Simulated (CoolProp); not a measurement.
Model: reference Helmholtz-energy equation of state, Thol 2018, in CoolProp.

For hydrogen chloride, give the phase and the Joule-Thomson coefficient (K/MPa) at 391 K and 101 kPa; 411.6 K and 101 kPa.


- 391 K and 101 kPa: gas; Joule-Thomson coefficient 8.75
- 411.6 K and 101 kPa: gas; Joule-Thomson coefficient 7.95
